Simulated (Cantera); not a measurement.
Input: 1 mol SiH2Cl2, 0.019 mol Cl2, 5.1 mol H2, held at 1.70 mbar.

Cantera equilibrium calculation (NASA polynomials, part measured and part estimated; ideal gas, pure solids and liquids). Candidate condensed phases: Si; 19 gas species. The numbers say what is thermodynamically allowed, not how fast it happens.

### Question
What share of the Si ends up in condensed phases as a function of T (K), at 800, 850, 900, 950, 1000, 1050, 1100, 1150, 1200, 1250, 1300, 1350, 1400, 1450?

### Answer
```tsv
T (K)	Si condensed (%)	as
800	48.5	Si(s)
850	49.3	Si(s)
900	50.6	Si(s)
950	52.1	Si(s)
1000	53.9	Si(s)
1050	55.3	Si(s)
1100	55.8	Si(s)
1150	54.9	Si(s)
1200	53.2	Si(s)
1250	51.4	Si(s)
1300	49.9	Si(s)
1350	48.9	Si(s)
1400	48.0	Si(s)
1450	47.2	Si(s)
```
